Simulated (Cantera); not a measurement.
Charge: 1 mol Zr, 12 mol N₂O, 32 mol H₂, held at 1 atm.

Cantera equilibrium calculation (NASA polynomials, part measured and part estimated; ideal gas, pure solids and liquids). Candidate condensed phases: H₂O, Zr, ZrN, ZrO₂; 28 gas species. Equilibrium is a limit: real reactors are often held back by kinetics, nucleation or transport.

x: gas mole fraction; n: condensed amount in mol.

```csv
T (K),x H₂,x N₂,x H₂O,x H,x OH,x NO,n ZrO₂(tetragonal)
1975,0.499,0.273,0.227,0.000961,…,9.87e-7,1.00
2025,0.499,0.273,0.227,0.00135,…,1.65e-6,1.00
2075,0.499,0.272,0.227,0.00187,…,2.70e-6,1.00
2125,0.498,0.272,0.227,0.00255,…,4.31e-6,1.00
2175,0.497,0.272,0.227,0.00342,…,6.74e-6,1.00
2225,0.497,0.272,0.226,0.00453,…,1.03e-5,1.00
2275,0.496,0.272,0.226,0.00594,…,1.55e-5,1.00
2325,0.494,0.272,0.226,0.00768,…,2.29e-5,1.000
2375,0.493,0.271,0.225,0.00984,…,3.33e-5,1.000
2425,0.491,0.271,0.225,0.0125,…,4.77e-5,1.000
2475,0.489,0.270,0.224,0.0156,…,6.73e-5,1.000
```

What belongs in the gaps?


- 1975, x OH: 4.16e-5
- 2025, x OH: 6.42e-5
- 2075, x OH: 9.71e-5
- 2125, x OH: 0.000144
- 2175, x OH: 0.000209
- 2225, x OH: 0.000299
- 2275, x OH: 0.000422
- 2325, x OH: 0.000585
- 2375, x OH: 0.000800
- 2425, x OH: 0.00108
- 2475, x OH: 0.00144
